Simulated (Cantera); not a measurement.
An adiabatic, constant-volume homogeneous reactor starts with 18.7 % CO, 6.73 % H2, 7.11 % CH4, 14.2 % O2, 53.3 % N2, at 1125 K and 20300 Torr.

Model: GRI-Mech 3.0 (53 species, 325 reactions), integrated in Cantera. The pressure lies above the range GRI-Mech 3.0 was tuned for (to about 10 atm).

**Question.** Predict: time of steepest temperature rise; temperature at 0.500 s; equilibrium temperature; x(CO) at 0.500 s; x(H2) at 0.500 s; x(CH4) at 0.500 s; x(O2) at 0.500 s.

**Answer.** 
| Item | Value |
|---|---|
| time of steepest temperature rise | 0.279 ms |
| temperature at 0.500 s | 2886 K |
| equilibrium temperature | 2886 K |
| x(CO) at 0.500 s | 0.193 (gas-phase equilibrium 0.193) |
| x(H2) at 0.500 s | 0.0612 (gas-phase equilibrium 0.0612) |
| x(CH4) at 0.500 s | 1.25e-9 (gas-phase equilibrium 1.38e-9) |
| x(O2) at 0.500 s | 7.33e-5 (gas-phase equilibrium 7.33e-5) |
